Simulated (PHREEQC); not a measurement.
**Acid mine or pickling water: an equilibrium model**

Synthetic water in mmol/kgw, 25 °C, pH 2.17, pe 11.8: Na 5.11; K 1.67; Ca 0.922; Mg 3.09; Cl 2.64; S(6) 12.5; Cd 0.436; Mn(2) 0.23; Pb 0.0495.

Cl is adjusted to close the charge balance.
Valence states are taken as typed.

All values are PHREEQC results (ion-association model, phreeqc.dat), not measurements.

Each row changes one thing in this solution. This is a speciation only: nothing precipitates in the calculation.

```
case                                               ionic strength (mol/kgw)  SO4-2 (mol/kgw)  HSO4- (mol/kgw)  Mg+2 (mol/kgw)  MgSO4 (mol/kgw)  Ca+2 (mol/kgw)  SI of Anglesite (PbSO4)  SI of Gypsum (CaSO4:2H2O)
-------------------------------------------------  ------------------------  ---------------  ---------------  --------------  ---------------  --------------  -----------------------  -------------------------
as made                                                              0.0316          0.00768          0.00311         0.00205          0.00103        0.000661                    +0.45                      -1.27
temperature from 25 to 85 °C at the same typed pH                    0.0269          0.00370          0.00692         0.00170          0.00139        0.000717                    -0.10                      -1.40
Mn(2) from 0.23 to 0.115 mmol/kgw                                    0.0313          0.00769          0.00313         0.00205          0.00104        0.000660                    +0.45                      -1.27
```

Some of these states are supersaturated (in Anglesite, for instance). At this temperature some constants are extrapolated from 25 °C, and those without enthalpy data are left unchanged.
